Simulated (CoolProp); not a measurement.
Vapour-liquid equilibrium of benzene (1) + m-xylene (2) at 1.18 MPa; x and y are mole fractions of (1).

Model: multi-fluid Helmholtz-energy mixture model, Thol 2012 and Zhou 2012; pair parameters Bell 2016, in CoolProp.

```tsv
x	bubble temperature, mixture model (K)	bubble temperature, Raoult's law (K)	y, mixture model	y, Raoult's law
0.05	529.6	528.6	0.103	0.136
0.15	(withheld)	517.5	0.284	0.352
0.25	(withheld)	507.8	0.436	0.512
0.35	502.3	499.2	0.562	0.635
0.45	(withheld)	491.6	0.667	0.730
0.55	487.4	484.8	0.754	0.805
0.65	480.8	478.7	0.827	0.865
0.75	(withheld)	473.1	0.888	0.913
0.85	469.0	468.0	0.939	0.953
0.95	463.7	463.4	0.981	0.986
```

Some entries are withheld; supply them.


- 0.15, bubble temperature, mixture model (K): 519.8
- 0.25, bubble temperature, mixture model (K): 510.7
- 0.45, bubble temperature, mixture model (K): 494.6
- 0.75, bubble temperature, mixture model (K): 474.7

The largest gap from Raoult's law is +3.1 K in bubble temperature, at x = 0.35. No azeotrope shows between x = 0.05 and 0.95.

Pair parameters are fitted to limited data, so mixtures are less certain than the pure fluids.
